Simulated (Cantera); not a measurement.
An isothermal, constant-pressure homogeneous reactor starts with 7.51 % H2, 19.3 % O2, 73.2 % N2, equivalence ratio 0.20, at 1298 K and 190 Pa.

Detailed kinetics in Cantera: the H2/O2 subset of GRI-Mech 3.0, which has no nitrogen chemistry. Radical loss at walls, strong at low pressure, is not modelled. The temperature is held fixed by assumption; the heat of reaction is taken as removed at once.

One state of this run: x H2 = 2.04e-5; x O2 = 0.161; x OH = 0.000300; x HO2 = 1.44e-8; x H2O2 = 1.37e-9; x H = 6.08e-6. x: mole fraction; the columns are a selection and need not sum to one.

Q: Which value of t (s) does it belong to?
A. 0.000191
B. 3.00e-5
C. 80.0
D. 1.98

A: C, 80.0
